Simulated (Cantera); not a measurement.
An adiabatic, constant-volume homogeneous reactor starts with H2 : O2 : N2 : H2O : NO = 1 : 1.09 : 4.09 : 0.2 : 0.52 (molar parts), at 1775 K and 495 Torr.

Detailed kinetics in Cantera: GRI-Mech 3.0 (53 species, 325 reactions).

Q: Predict: time of steepest temperature rise; temperature at 3.00 s; equilibrium temperature; x(H2) at 3.00 s; x(O2) at 3.00 s; x(H2O) at 3.00 s; x(OH) at 3.00 s; x(NO) at 3.00 s.

A: 
```
Item                                                                Result
---------------------------------  ---------------------------------------
time of steepest temperature rise                                  12.0 µs
temperature at 3.00 s                                               2744 K
equilibrium temperature                                             2744 K
x(H2) at 3.00 s                    0.00843 (gas-phase equilibrium 0.00843)
x(O2) at 3.00 s                        0.109 (gas-phase equilibrium 0.109)
x(H2O) at 3.00 s                       0.156 (gas-phase equilibrium 0.156)
x(OH) at 3.00 s                      0.0310 (gas-phase equilibrium 0.0310)
x(NO) at 3.00 s                      0.0224 (gas-phase equilibrium 0.0224)
```
